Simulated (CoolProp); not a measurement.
Vapour-liquid equilibrium of R143a (1) + R236FA (2) at 1010 kPa; x and y are mole fractions of (1).

Computed with CoolProp (multi-fluid Helmholtz-energy mixture model, Lemmon and Jacobsen 2000 and Pan 2012; pair parameters Bell 2016).

```tsv
x	bubble temperature (K)	y at the bubble point	dew temperature at overall composition x (K)	liquid density (mol/L)
0.05	340.8	0.108	342.7	7.932
0.125	335.6	0.255	340.2	8.203
0.2	330.6	0.384	337.6	8.477
0.275	325.7	0.497	334.9	8.755
0.35	321.0	0.594	332.0	9.034
0.425	316.5	0.677	328.9	9.316
0.5	312.3	0.747	325.6	9.598
0.575	308.2	0.806	322.0	9.881
0.65	304.5	0.856	318.0	10.16
0.725	300.9	0.897	313.6	10.45
0.8	297.6	0.932	308.7	10.73
0.875	294.6	0.961	302.9	11.01
0.95	291.7	0.986	295.8	11.29
```

No azeotrope shows between x = 0.05 and 0.95.

The pair parameters rest on a limited set of measurements; away from them the model extrapolates.
